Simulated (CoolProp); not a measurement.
A single-stage vapour-compression cycle with carbon dioxide: evaporating at 253.15 K (dew point), condensing at 289.15 K (bubble point), superheat 8 K, subcooling 8 K, compressor efficiency 0.9, no pressure losses. Each further row changes one setting.

The numbers come from the reference Helmholtz-energy equation of state, Span 1996 in CoolProp.

| case | cooling COP | pressure ratio | discharge temperature (K) | refrigerating effect (kJ/kg) | volumetric capacity (kJ/m³) |
|---|---|---|---|---|---|
| as stated | 4.68 | 2.65 | 335.9 | 228 | 11100 |
| evaporating temperature 258.15 K | (withheld) | (withheld) | (withheld) | 228 | 12900 |
| condensing temperature 284.15 K | (withheld) | 2.34 | 325.7 | 240 | 11700 |
| subcooling 13 K | (withheld) | 2.65 | 335.9 | 241 | 11700 |
| superheat 18 K | (withheld) | 2.65 | 347.9 | 240 | 10900 |
| compressor efficiency 0.8 | (withheld) | 2.65 | (withheld) | 228 | 11100 |

Task: What belongs in the gaps?

Result: 
- evaporating temperature 258.15 K, cooling COP: 5.66
- evaporating temperature 258.15 K, pressure ratio: 2.27
- evaporating temperature 258.15 K, discharge temperature (K): 329.4
- condensing temperature 284.15 K, cooling COP: 5.71
- subcooling 13 K, cooling COP: 4.94
- superheat 18 K, cooling COP: 4.59
- compressor efficiency 0.8, cooling COP: 4.16
- compressor efficiency 0.8, discharge temperature (K): 340.7
